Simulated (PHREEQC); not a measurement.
Model water analysis in mmol/kgw, 5 °C, pH 7.66: Na 101; K 0.403; Ca 0.394; Mg 5.22; Cl 100; S(6) 7.03; Alkalinity (meq/kgw) 0.63; Si 0.0119; B 2.03.

Valence states are taken as typed.

Model: Pitzer model, pitzer.dat, run in PHREEQC.

Precipitation was switched off in this run.

Task: Order these C species by the share of C that they hold, largest first: CO2, MgCO3, HCO3-, CO3-2.

Result: HCO3- (94 %), CO2 (5.6 %), CO3-2 (0.34 %), MgCO3 (0.12 %)

The pH is 7.66 and the ionic strength 0.126 mol/kgw. At this temperature some constants are extrapolated from 25 °C, and those without enthalpy data are left unchanged.
